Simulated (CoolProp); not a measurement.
The numbers come from the reference Helmholtz-energy equation of state, Thol 2012 in CoolProp.

**Question.** For benzene, give the phase and the Z, cv (kJ/(kg K)), isothermal compressibility (1/MPa), conductivity (mW/(m K)) at 456.3 K and 5.85 MPa; 477.1 K and 5.85 MPa; 539.7 K and 5.85 MPa.

**Answer.** 
- 456.3 K and 5.85 MPa: liquid; Z 0.172, cv 1.67, isothermal compressibility 0.00409, conductivity 97.9
- 477.1 K and 5.85 MPa: liquid; Z 0.172, cv 1.73, isothermal compressibility 0.00549, conductivity 92.2
- 539.7 K and 5.85 MPa: liquid; Z 0.185, cv 1.91, isothermal compressibility 0.0234, conductivity 74.8

Thermal conductivity comes from a separate model (Assael 2012).
